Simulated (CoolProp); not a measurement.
C3F8 (R218) at 381.09 K and 3.4 MPa is throttled through a valve to 0.814 MPa with no heat exchange. Each further row changes one setting.

Computed with CoolProp (reference Helmholtz-energy equation of state, Lemmon 2006). It is a short technical equation, of lower accuracy than the large ones.

```csv
case,temperature change (K),final density (kg/m³)
as stated,?,?
outlet pressure 0.244 MPa,?,?
outlet pressure 1.06 MPa,?,76.4
```

Question: Fill in the missing entries.

Answer: 
- as stated, temperature change (K): -24.0
- as stated, final density (kg/m³): 57.1
- outlet pressure 0.244 MPa, temperature change (K): -28.5
- outlet pressure 0.244 MPa, final density (kg/m³): 16.1
- outlet pressure 1.06 MPa, temperature change (K): -22.0
